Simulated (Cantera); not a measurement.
Feed: 1 mol SiHCl3, 0.9 mol N2, at 973.15 K and 100000 Pa.

Cantera equilibrium calculation (NASA polynomials, part measured and part estimated; ideal gas, pure solids and liquids). Candidate condensed phases: NH4Cl, Si, Si3N4; 28 gas species. N2 is the only nitrogen source here; it is nearly inert below about 1500 K, so the nitride shown seldom forms there in practice. The tables' values for SiCl3 are old estimates; treat these amounts as uncertain. Rates play no part.

Base state: N2 0.317, SiCl4 0.302, HCl 0.269, H2 0.112, SiHCl3 0.000706, SiCl3 2.58e-5, NH3 1.47e-5 (mole fractions); condensed: Si3N4(s).

What changes in the equilibrium state with this change: SiHCl3 replaced by SiH4?


```json
[
 {"species": "H2", "before": "0.112", "after": "0.895"},
 {"species": "N2", "before": "0.317", "after": "0.104"},
 {"species": "NH3", "before": "1.47e-5", "after": "0.000191"},
 {"species": "SiCl4", "before": "0.302", "after": "0"},
 {"species": "HCl", "before": "0.269", "after": "0"},
 {"species": "SiHCl3", "before": "0.000706", "after": "0"},
 {"species": "SiCl3", "before": "2.58e-5", "after": "0"},
 {"species": "Si3N4(s), mol", "before": "0.129", "after": "0.333"}
]
```
